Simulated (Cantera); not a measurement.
An adiabatic, constant-volume homogeneous reactor starts with H2 : O2 : N2 = 1 : 1.04 : 3.92 (molar parts), equivalence ratio 0.48, at 1375 K and 15.8 atm. Integrator tolerance rtol = 1e-08.

Cantera simulation using the H2/O2 subset of GRI-Mech 3.0, which has no nitrogen chemistry; the numbers are that mechanism's predictions, not measurements. The hydrogen kinetics of GRI-Mech 3.0 are dated; newer H2 mechanisms differ, most at raised pressure. The pressure lies above the range GRI-Mech 3.0 was tuned for (to about 10 atm).

Problem. What does this change do: initial temperature 1375 to 1575 K?

Solution. 
```tsv
quantity	before	after
time of steepest temperature rise	2.51 µs	0.807 µs
temperature at 4.00 s	2727 K	2854 K
equilibrium temperature	2727 K	2854 K
x(H2) at 4.00 s	0.00171 (gas-phase equilibrium 0.00171)	0.00288 (gas-phase equilibrium 0.00288)
x(O2) at 4.00 s	0.0949 (gas-phase equilibrium 0.0949)	0.0933 (gas-phase equilibrium 0.0933)
x(O) at 4.00 s	0.00232 (gas-phase equilibrium 0.00232)	0.00397 (gas-phase equilibrium 0.00397)
x(H2O) at 4.00 s	0.174 (gas-phase equilibrium 0.174)	0.169 (gas-phase equilibrium 0.169)
x(H) at 4.00 s	0.000485 (gas-phase equilibrium 0.000485)	0.00103 (gas-phase equilibrium 0.00103)
```

Problem. What does this change do: pressure from 15.8 atm to 0.375 atm?

Solution. 
```json
[
 {"quantity": "time of steepest temperature rise", "before": "2.51 µs", "after": "57.0 µs"},
 {"quantity": "temperature at 4.00 s", "before": "2727 K", "after": "2580 K"},
 {"quantity": "equilibrium temperature", "before": "2727 K", "after": "2580 K"},
 {"quantity": "x(H2) at 4.00 s", "before": "0.00171 (gas-phase equilibrium 0.00171)", "after": "0.00575 (gas-phase equilibrium 0.00575)"},
 {"quantity": "x(O2) at 4.00 s", "before": "0.0949 (gas-phase equilibrium 0.0949)", "after": "0.0919 (gas-phase equilibrium 0.0919)"},
 {"quantity": "x(O) at 4.00 s", "before": "0.00232 (gas-phase equilibrium 0.00232)", "after": "0.00796 (gas-phase equilibrium 0.00796)"},
 {"quantity": "x(H2O) at 4.00 s", "before": "0.174 (gas-phase equilibrium 0.174)", "after": "0.162 (gas-phase equilibrium 0.162)"},
 {"quantity": "x(H) at 4.00 s", "before": "0.000485 (gas-phase equilibrium 0.000485)", "after": "0.00332 (gas-phase equilibrium 0.00332)"}
]
```

Problem. What does this change do: initial temperature 1375 to 1273 K?

Solution. 
```tsv
quantity	before	after
time of steepest temperature rise	2.51 µs	20.6 µs
temperature at 4.00 s	2727 K	2659 K
equilibrium temperature	2727 K	2659 K
x(H2) at 4.00 s	0.00171 (gas-phase equilibrium 0.00171)	0.00126 (gas-phase equilibrium 0.00126)
x(O2) at 4.00 s	0.0949 (gas-phase equilibrium 0.0949)	0.0956 (gas-phase equilibrium 0.0956)
x(O) at 4.00 s	0.00232 (gas-phase equilibrium 0.00232)	0.00170 (gas-phase equilibrium 0.00170)
x(H2O) at 4.00 s	0.174 (gas-phase equilibrium 0.174)	0.176 (gas-phase equilibrium 0.176)
x(H) at 4.00 s	0.000485 (gas-phase equilibrium 0.000485)	0.000314 (gas-phase equilibrium 0.000314)
```
